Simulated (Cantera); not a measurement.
A perfectly stirred reactor is fed with C3H8 : O2 : N2 = 1 : 4.55 : 17.1 (molar parts), equivalence ratio 1.1, at 3750 Torr; it is adiabatic with a 423 K inlet, and is followed from long to short residence time, starting on the burning branch (τ in s: 0.12, 0.044, 0.017, 0.0064, 0.0024, 0.00093, 0.00035, 0.00013, 5.1e-05, 1.9e-05).

Cantera simulation using GRI-Mech 3.0 (53 species, 325 reactions); the numbers are that mechanism's predictions, not measurements. GRI-Mech 3.0 was tuned for natural gas; its chemistry of propane as a main component is partial and can be far from experiment.

x: mole fraction; the columns are a selection and need not sum to one.

```
τ (s)    T (K)    x C3H8      x O2  x C2H     x CH4    x CO     x CH3    x HO2
-------  -----  --------  --------  -----  --------  ------  --------  -------
0.12      2359   4.29e-8  0.000645      …   5.21e-7  0.0311   6.49e-7  2.55e-7
0.044     2355   1.12e-7  0.000817      …   1.12e-6  0.0313   1.52e-6  3.33e-7
0.017     2347   2.71e-7   0.00115      …   2.00e-6  0.0318   3.12e-6  4.99e-7
0.0064    2333   6.46e-7   0.00179      …   3.21e-6  0.0328   5.96e-6  8.50e-7
0.0024    2310   1.49e-6   0.00286      …   4.86e-6  0.0344   1.09e-5  1.53e-6
0.00093   2278   3.25e-6   0.00442      …   7.43e-6  0.0367   1.96e-5  2.72e-6
0.00035   2233   7.20e-6   0.00670      …   1.27e-5  0.0398   3.71e-5  4.86e-6
0.00013   2173   1.66e-5   0.00992      …   2.63e-5  0.0440   7.59e-5  8.68e-6
5.1e-5    2100   4.01e-5    0.0146      …   6.60e-5  0.0498  0.000165  1.59e-5
1.9e-5    1941  0.000178    0.0288      …  0.000396  0.0644  0.000561  5.13e-5
```

Task: Complete the blanks.

Result: 
- 0.12, x C2H: 5.41e-9
- 0.044, x C2H: 1.32e-8
- 0.017, x C2H: 2.85e-8
- 0.0064, x C2H: 5.78e-8
- 0.0024, x C2H: 1.10e-7
- 0.00093, x C2H: 1.92e-7
- 0.00035, x C2H: 3.27e-7
- 0.00013, x C2H: 5.54e-7
- 5.1e-5, x C2H: 9.49e-7
- 1.9e-5, x C2H: 1.88e-6
